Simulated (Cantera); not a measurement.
**Low-pressure radical oxidation in H2/O2**

An isothermal, constant-pressure homogeneous reactor starts with 7.15 % H₂, 92.9 % O₂, equivalence ratio 0.038, at 1250 K and 0.00130 bar.

Model: GRI-Mech 3.0 (53 species, 325 reactions), integrated in Cantera. Radical loss at walls, strong at low pressure, is not modelled. The temperature is held fixed by assumption; the heat of reaction is taken as removed at once.

```
t (s)         x H₂   x O₂     x HO₂       x H      x OH
--------  --------  -----  --------  --------  --------
7.00e-6     0.0715  0.929  1.03e-10  1.02e-10    <1e-12
2.42e-5     0.0715  0.929  3.56e-10  3.45e-10  1.13e-11
8.34e-5     0.0715  0.929   1.23e-9   1.11e-9  1.23e-10
0.000288    0.0715  0.929   4.24e-9   3.25e-9   1.16e-9
0.000993    0.0715  0.929   1.46e-8   1.08e-8   9.09e-9
0.00343     0.0715  0.929   5.05e-8   1.50e-7   1.68e-7
0.0118      0.0693  0.927   2.30e-7  0.000606  0.000674
0.0408     0.00160  0.873   3.82e-7    0.0137   0.00539
0.141      0.00156  0.874   3.81e-7    0.0132   0.00533
0.486      0.00143  0.879   3.77e-7    0.0114   0.00513
1.68       0.00108  0.892   3.59e-7   0.00708   0.00447
5.79      0.000442  0.913   2.77e-7   0.00175   0.00290
20.0       7.17e-5  0.924   1.15e-7  0.000111   0.00117
```
x: mole fraction; the columns are a selection and need not sum to one.

Equilibrium at this temperature and pressure: H₂ 7.42e-8, O₂ 0.926, HO₂ 1.14e-8, H 3.68e-9, OH 3.79e-5 (gas phase only).
